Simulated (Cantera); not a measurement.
An adiabatic, constant-volume homogeneous reactor starts with C2H4 : O2 : N2 : H2O = 1 : 4.17 : 15.7 : 4.2 (molar parts), equivalence ratio 0.72, at 1248 K and 2550 Torr. Integrator tolerance rtol = 1e-08.

Detailed kinetics in Cantera: GRI-Mech 3.0 (53 species, 325 reactions). GRI-Mech 3.0 was tuned for natural gas; its chemistry of ethylene as a main component is partial and can be far from experiment.

Problem. What does this change do: constant pressure in place of constant volume?

Solution. 
```csv
quantity,before,after
time of steepest temperature rise,0.258 ms,0.264 ms
temperature at 0.500 s,2622 K,2422 K
equilibrium temperature,2622 K,2422 K
x(C2H4) at 0.500 s,<1e-12 (gas-phase equilibrium <1e-12),<1e-12 (gas-phase equilibrium <1e-12)
x(O2) at 0.500 s,0.0430 (gas-phase equilibrium 0.0430),0.0433 (gas-phase equilibrium 0.0433)
x(H2O) at 0.500 s,0.233 (gas-phase equilibrium 0.233),0.239 (gas-phase equilibrium 0.239)
x(N2O) at 0.500 s,1.49e-6 (gas-phase equilibrium 1.49e-6),7.30e-7 (gas-phase equilibrium 7.30e-7)
x(CH2O) at 0.500 s,1.10e-10 (gas-phase equilibrium 1.10e-10),1.61e-11 (gas-phase equilibrium 1.61e-11)
x(CH2) at 0.500 s,<1e-12 (gas-phase equilibrium <1e-12),<1e-12 (gas-phase equilibrium <1e-12)
x(H) at 0.500 s,0.00104 (gas-phase equilibrium 0.00104),0.000484 (gas-phase equilibrium 0.000484)
```

Problem. What does this change do: pressure from 2550 Torr to 750 Torr?

Solution. 
| quantity | before | after |
|---|---|---|
| time of steepest temperature rise | 0.258 ms | 0.194 ms |
| temperature at 0.500 s | 2622 K | 2566 K |
| equilibrium temperature | 2622 K | 2566 K |
| x(C2H4) at 0.500 s | <1e-12 (gas-phase equilibrium <1e-12) | <1e-12 (gas-phase equilibrium <1e-12) |
| x(O2) at 0.500 s | 0.0430 (gas-phase equilibrium 0.0430) | 0.0447 (gas-phase equilibrium 0.0447) |
| x(H2O) at 0.500 s | 0.233 (gas-phase equilibrium 0.233) | 0.229 (gas-phase equilibrium 0.229) |
| x(N2O) at 0.500 s | 1.49e-6 (gas-phase equilibrium 1.49e-6) | 7.42e-7 (gas-phase equilibrium 7.42e-7) |
| x(CH2O) at 0.500 s | 1.10e-10 (gas-phase equilibrium 1.10e-10) | 5.85e-11 (gas-phase equilibrium 5.85e-11) |
| x(CH2) at 0.500 s | <1e-12 (gas-phase equilibrium <1e-12) | <1e-12 (gas-phase equilibrium <1e-12) |
| x(H) at 0.500 s | 0.00104 (gas-phase equilibrium 0.00104) | 0.00182 (gas-phase equilibrium 0.00182) |

Problem. What does this change do: pressure from 2550 Torr to 3750 Torr?

Solution. 
```json
[
 {"quantity": "time of steepest temperature rise", "before": "0.258 ms", "after": "0.274 ms"},
 {"quantity": "temperature at 0.500 s", "before": "2622 K", "after": "2638 K"},
 {"quantity": "equilibrium temperature", "before": "2622 K", "after": "2638 K"},
 {"quantity": "x(C2H4) at 0.500 s", "before": "<1e-12 (gas-phase equilibrium <1e-12)", "after": "<1e-12 (gas-phase equilibrium <1e-12)"},
 {"quantity": "x(O2) at 0.500 s", "before": "0.0430 (gas-phase equilibrium 0.0430)", "after": "0.0425 (gas-phase equilibrium 0.0425)"},
 {"quantity": "x(H2O) at 0.500 s", "before": "0.233 (gas-phase equilibrium 0.233)", "after": "0.234 (gas-phase equilibrium 0.234)"},
 {"quantity": "x(N2O) at 0.500 s", "before": "1.49e-6 (gas-phase equilibrium 1.49e-6)", "after": "1.85e-6 (gas-phase equilibrium 1.85e-6)"},
 {"quantity": "x(CH2O) at 0.500 s", "before": "1.10e-10 (gas-phase equilibrium 1.10e-10)", "after": "1.31e-10 (gas-phase equilibrium 1.31e-10)"},
 {"quantity": "x(CH2) at 0.500 s", "before": "<1e-12 (gas-phase equilibrium <1e-12)", "after": "<1e-12 (gas-phase equilibrium <1e-12)"},
 {"quantity": "x(H) at 0.500 s", "before": "0.00104 (gas-phase equilibrium 0.00104)", "after": "0.000861 (gas-phase equilibrium 0.000861)"}
]
```
